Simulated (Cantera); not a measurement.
## Thermodynamics of thermal oxidation and active oxidation of silicon, feed Si + CO2 + H2

A closed system holds: 1 mol Si, 1.4 mol CO2, 27 mol H2, equilibrated at 2.40 mbar.

Method: chemical equilibrium by Gibbs-energy minimisation in Cantera with the NASA 1993 tables (ideal gas, pure condensed phases). Candidate condensed phases: C, C6H6, C7H8, C8H18, H2O, Si, SiC, SiO2; 123 gas species. Mutual solubility and eutectic melting of coexisting phases are not modelled. The tables hold silica as quartz up to 1696 K and as liquid above; real silica turns to tridymite and cristobalite and melts near 1996 K. Kinetics and transport are ignored.

From 1050 K to 1200 K the condensed part is C(graphite) + SiO2(β-quartz). At 1225 K the condensed part is C(graphite) + SiC(s) + SiO2(β-quartz). From 1250 K to 1300 K the condensed part is SiC(s) + SiO2(β-quartz).

```json
[
 {"T (K)": "1050", "x H2": "0.971", "x CO": "0.0288", "x SiO": "3.97e-10", "x CH4": "0.000130", "x H": "1.63e-7", "x H2O": "1.22e-5", "n C(graphite)": "0.597", "n SiO2(β-quartz)": "1.00", "n SiC(s)": "0"},
 {"T (K)": "1075", "x H2": "0.971", "x CO": "0.0288", "x SiO": "2.47e-9", "x CH4": "0.000102", "x H": "2.95e-7", "x H2O": "8.47e-6", "n C(graphite)": "0.597", "n SiO2(β-quartz)": "1.00", "n SiC(s)": "0"},
 {"T (K)": "1100", "x H2": "0.971", "x CO": "0.0288", "x SiO": "1.41e-8", "x CH4": "8.12e-5", "x H": "5.20e-7", "x H2O": "6.00e-6", "n C(graphite)": "0.598", "n SiO2(β-quartz)": "1.00", "n SiC(s)": "0"},
 {"T (K)": "1125", "x H2": "0.971", "x CO": "0.0288", "x SiO": "7.48e-8", "x CH4": "6.53e-5", "x H": "8.94e-7", "x H2O": "4.31e-6", "n C(graphite)": "0.598", "n SiO2(β-quartz)": "1.000", "n SiC(s)": "0"},
 {"T (K)": "1150", "x H2": "0.971", "x CO": "0.0288", "x SiO": "3.67e-7", "x CH4": "5.30e-5", "x H": "1.50e-6", "x H2O": "3.15e-6", "n C(graphite)": "0.599", "n SiO2(β-quartz)": "1.000", "n SiC(s)": "0"},
 {"T (K)": "1175", "x H2": "0.971", "x CO": "0.0288", "x SiO": "1.68e-6", "x CH4": "4.33e-5", "x H": "2.47e-6", "x H2O": "2.33e-6", "n C(graphite)": "0.599", "n SiO2(β-quartz)": "1.000", "n SiC(s)": "0"},
 {"T (K)": "1200", "x H2": "0.971", "x CO": "0.0288", "x SiO": "7.23e-6", "x CH4": "3.58e-5", "x H": "3.97e-6", "x H2O": "1.74e-6", "n C(graphite)": "0.599", "n SiO2(β-quartz)": "1.000", "n SiC(s)": "0"},
 {"T (K)": "1225", "x H2": "0.958", "x CO": "0.0421", "x SiO": "2.00e-5", "x CH4": "2.89e-5", "x H": "6.23e-6", "x H2O": "1.90e-6", "n C(graphite)": "0.0201", "n SiO2(β-quartz)": "0.807", "n SiC(s)": "0.193"},
 {"T (K)": "1250", "x H2": "0.957", "x CO": "0.0426", "x SiO": "5.13e-5", "x CH4": "1.64e-5", "x H": "9.65e-6", "x H2O": "2.17e-6", "n C(graphite)": "0", "n SiO2(β-quartz)": "0.799", "n SiC(s)": "0.199"},
 {"T (K)": "1275", "x H2": "0.957", "x CO": "0.0426", "x SiO": "0.000127", "x CH4": "9.47e-6", "x H": "1.47e-5", "x H2O": "2.45e-6", "n C(graphite)": "0", "n SiO2(β-quartz)": "0.798", "n SiC(s)": "0.199"},
 {"T (K)": "1300", "x H2": "0.957", "x CO": "0.0426", "x SiO": "0.000304", "x CH4": "5.58e-6", "x H": "2.21e-5", "x H2O": "2.76e-6", "n C(graphite)": "0", "n SiO2(β-quartz)": "0.794", "n SiC(s)": "0.197"}
]
```
x: gas mole fraction; n: condensed amount in mol.
